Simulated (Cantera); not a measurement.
An isothermal, constant-pressure homogeneous reactor starts with H2 : O2 : N2 = 1.6 : 1 : 1.4 (molar parts), at 798 K and 10000 Pa.

Model: GRI-Mech 3.0 (53 species, 325 reactions), integrated in Cantera. Radical loss at walls, strong at low pressure, is not modelled. Below about 950 K walls govern HO2 and H2O2 in real vessels. The temperature is held fixed by assumption; the heat of reaction is taken as removed at once.

Predict: x(H2) at 30.0 s; x(O2) at 30.0 s; x(H2O2) at 30.0 s; x(H2O) at 30.0 s; x(O) at 30.0 s.


```
Property                                               Value
-----------------  -----------------------------------------
x(H2) at 30.0 s         0.244 (gas-phase equilibrium <1e-12)
x(O2) at 30.0 s         0.177 (gas-phase equilibrium 0.0625)
x(H2O2) at 30.0 s  0.000465 (gas-phase equilibrium 4.41e-12)
x(H2O) at 30.0 s         0.194 (gas-phase equilibrium 0.500)
x(O) at 30.0 s        1.92e-9 (gas-phase equilibrium <1e-12)
```
